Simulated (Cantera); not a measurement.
Feed: 1 mol FeS2, 0.35 mol H2, held at 2173.15 K and 57.0 Pa.

Cantera equilibrium calculation (NASA polynomials, part measured and part estimated; ideal gas, pure solids and liquids). Candidate condensed phases: Fe, FeS, FeS2, S; 8 gas species. Kinetics and transport are ignored.

Base state: Fe 0.371, S2 0.266, S 0.195, H2 0.0910, H 0.0610, SH 0.0158, H2S 0.000429 (mole fractions); condensed: gas only.

Question: What changes in the equilibrium state with this change: temperature from 2173.15 K to 1725 K?

Answer: 
```json
[
 {"species": "S2", "before": "0.266", "after": "0.562"},
 {"species": "H2", "before": "0.0910", "after": "0.382"},
 {"species": "SH", "before": "0.0158", "after": "0.0163"},
 {"species": "Fe", "before": "0.371", "after": "0.0136"},
 {"species": "S", "before": "0.195", "after": "0.0124"},
 {"species": "H", "before": "0.0610", "after": "0.00481"},
 {"species": "H2S", "before": "0.000429", "after": "0.00961"},
 {"species": "FeS(l), mol", "before": "0", "after": "0.988"}
]
```
FeS: taken at fixed stoichiometry.
